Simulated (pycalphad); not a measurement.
Computed with pycalphad from the COST 507 light-alloy database (1999), at 1 atm. The database dates from 1999; later assessments differ in places, in temperatures and in the compounds included.

Molar enthalpy of Al-14.53Si-5.087Mn (wt.%) in equilibrium (SER reference):

```tsv
T (K)	H (kJ/mol)	phases
1850	59.48	LIQUID
1770	56.96	LIQUID
1690	54.44	LIQUID
1610	51.91	LIQUID
1530	49.39	LIQUID
1450	46.87	LIQUID
1370	44.35	LIQUID
1290	41.84	LIQUID
1210	39.33	LIQUID
1130	36.82	LIQUID
1050	34.33	LIQUID
1010	33.08	LIQUID
970	30.83	LIQUID + ALMNSI_ALPHA
890	26.38	LIQUID + ALMNSI_ALPHA
810	10.88	FCC_A1 + ALMNSI_ALPHA + DIAMOND_A4
770	9.56	FCC_A1 + ALMNSI_ALPHA + DIAMOND_A4
730	8.29	FCC_A1 + ALMNSI_ALPHA + DIAMOND_A4
650	5.89	FCC_A1 + ALMNSI_ALPHA + DIAMOND_A4
570	3.61	FCC_A1 + ALMNSI_ALPHA + DIAMOND_A4
```

Cooling from 1010 K to 810 K, across the freezing range, releases 22.2 kJ/mol, or 797 J/g. The slope is 31 J/(mol K) in the liquid and 33 J/(mol K) just below the solidus, where it includes any heat of precipitation. Liquidus 989 K, solidus 849 K. Changes were sought between steps of 40 K, so a narrower field can be missed.

Database names, with the compositions (at.%) that they take in these runs: ALMNSI_ALPHA: Al 70 Mn 17 Si 12. FCC_A1 is fcc; DIAMOND_A4 is diamond (Si).
